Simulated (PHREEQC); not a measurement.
CaCl2 is added in steps, without added water, to 1 kg of water holding 0.0079 mol CsOH, at 20 °C. Oxygen alone is held at its pressure in air (log pO2 = -0.68). No CO2 enters from the air. Solids allowed: Portlandite. Others were left out.

Base run: PHREEQC, ion-association model, wateq4f.dat. Each further column changes one thing. The table gives CaOH+ (mol/kgw).

```csv
CaCl2 added (mol),base,metal-ligand complexes left out,Davies equation for every ion,all activity coefficients set to 1,Debye-Hückel limiting law
0,0,0,0,0,0
0.001333,0.000146,0.000146,0.000145,0.000211,0.000137
0.002667,0.000275,0.000275,0.000273,0.000413,0.000253
0.004,0.000390,0.000390,0.000387,0.000605,0.000353
0.005333,0.000495,0.000495,0.000491,0.000790,0.000440
0.006667,0.000592,0.000592,0.000586,0.000966,0.000517
0.008,0.000681,0.000681,0.000675,0.00114,0.000586
0.009333,0.000765,0.000765,0.000758,0.00130,0.000647
0.01067,0.000844,0.000844,0.000836,0.00145,0.000703
0.012,0.000918,0.000918,0.000910,0.00160,0.000753
0.01333,0.000989,0.000989,0.000979,0.00174,0.000799
0.01467,0.00106,0.00106,0.00105,0.00188,0.000840
0.016,0.00112,0.00112,0.00111,0.00201,0.000878
```
